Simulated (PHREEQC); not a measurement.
Solution (25 °C): 0.26 mol HF, 0.027 mol KF, 1e-06 mol H4SiO4 and 0.0055 mol HCl per kg of water. Closed to the air; pH follows from the charge balance.

Equilibrium calculation in PHREEQC: ion-association model, phreeqc.dat.

```yaml
pH: 1.97
ionic_strength: 0.0395 mol/kgw
total_alkalinity: -266 meq/kg
```

| species | molality | activity | log γ |
|---|---|---|---|
| HF | 0.237 | 0.239 | 0.004 |
| K+ | 0.0270 | 0.0224 | -0.082 |
| F- | 0.0178 | 0.0147 | -0.083 |
| HF2- | 0.0162 | 0.0135 | -0.079 |
| H+ | 0.0125 | 0.0108 | -0.064 |
| Cl- | 0.00550 | 0.00456 | -0.081 |
| SiF6-2 | 1.00e-6 | 4.95e-7 | -0.306 |

Precipitation was switched off in this run. SiF6-2 is the database's only silicon fluoride.
